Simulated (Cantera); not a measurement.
Mixture: CH₄ : O₂ : N₂ = 1 : 2.86 : 10.7 (molar parts), at 1.00 atm, adiabatic and at constant volume. Ignition delay is the time to a rise of 400 K.

Cantera simulation using GRI-Mech 3.0 (53 species, 325 reactions); the numbers are that mechanism's predictions, not measurements.

What does this change do: CH4 1 to 0.74 parts?


| quantity | before | after |
|---|---|---|
| delay at 1275 K | 12.8 ms | 11.0 ms |
| delay at 1425 K | 2.09 ms | 1.87 ms |
| delay at 1575 K | 0.496 ms | 0.469 ms |
| delay at 1725 K | 0.163 ms | 0.161 ms |
| delay at 1875 K | 66.5 µs | 67.7 µs |
| apparent activation energy between 1725 and 1875 K | 160 kJ/mol | 160 kJ/mol |

What does this change do: O2 2.86 to 1.3 parts?


```json
[
 {"quantity": "delay at 1275 K", "before": "12.8 ms", "after": "42.2 ms"},
 {"quantity": "delay at 1425 K", "before": "2.09 ms", "after": "6.24 ms"},
 {"quantity": "delay at 1575 K", "before": "0.496 ms", "after": "1.19 ms"},
 {"quantity": "delay at 1725 K", "before": "0.163 ms", "after": "0.320 ms"},
 {"quantity": "delay at 1875 K", "before": "66.5 µs", "after": "0.116 ms"},
 {"quantity": "apparent activation energy between 1725 and 1875 K", "before": "160 kJ/mol", "after": "180 kJ/mol"}
]
```
